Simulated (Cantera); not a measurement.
**Carbon deposition, reforming and gasification: C3H8 + CO2 + H2**

Input: 1 mol C3H8, 0.1 mol CO2, 21 mol H2, equilibrated at 2180 Torr.

Equilibrium computed with Cantera from the NASA thermochemical tables; the gas is ideal and each condensed phase is pure. Candidate condensed phases: C, C6H6, C7H8, C8H18, H2O; 110 gas species. Kinetics and transport are ignored.

```csv
T (K),log p H2,log p CH4,log p H2O,log p CO,log p CO2,log p C2H6,n C(graphite)
900,0.39,-0.39,-1.59,-3.04,-4.66,-5.34,0
950,0.39,-0.39,-1.65,-2.41,-4.20,-5.13,0
1000,0.39,-0.40,-1.81,-1.97,-4.02,-4.95,0
1050,0.40,-0.44,-2.09,-1.75,-4.17,-4.86,0.177
1100,0.42,-0.61,-2.32,-1.69,-4.44,-5.04,0.957
1150,0.43,-0.77,-2.56,-1.67,-4.73,-5.22,1.52
1200,0.44,-0.92,-2.80,-1.65,-5.02,-5.40,1.91
1250,0.45,-1.07,-3.02,-1.64,-5.30,-5.56,2.19
1300,0.45,-1.21,-3.23,-1.64,-5.57,-5.73,2.38
```
log p: log10 of the partial pressure in bar; n: condensed amount in mol.

From 900 K to 1000 K nothing is condensed. From 1050 K to 1300 K the condensed part is C(graphite). The main C-bearing gas is CH4 throughout.
